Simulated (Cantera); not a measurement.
A freely propagating, adiabatic, planar premixed flame of 44.6 % H2, 7.68 % O2, 28.9 % N2, 18.8 % H2O, equivalence ratio 2.9, unburnt at 425 K and 0.987 atm; unity-Lewis-number transport, grid criteria slope 0.08 and curve 0.16, no radiation.

Computed with Cantera and the H2/O2 subset of GRI-Mech 3.0, which has no nitrogen chemistry. Unity Lewis numbers drop preferential diffusion, which matters most where H2 and H carry the flame. Burning velocities carry a grid error of a few per cent, more on coarse grids.

**Question.** Predict: laminar burning velocity; thermal thickness; peak x(O); peak x(H); peak x(HO2).

**Answer.** 
```
Quantity                    Result
------------------------  --------
laminar burning velocity  129 cm/s
thermal thickness         0.452 mm
peak x(O)                 0.000280
peak x(H)                   0.0237
peak x(HO2)               0.000249
```
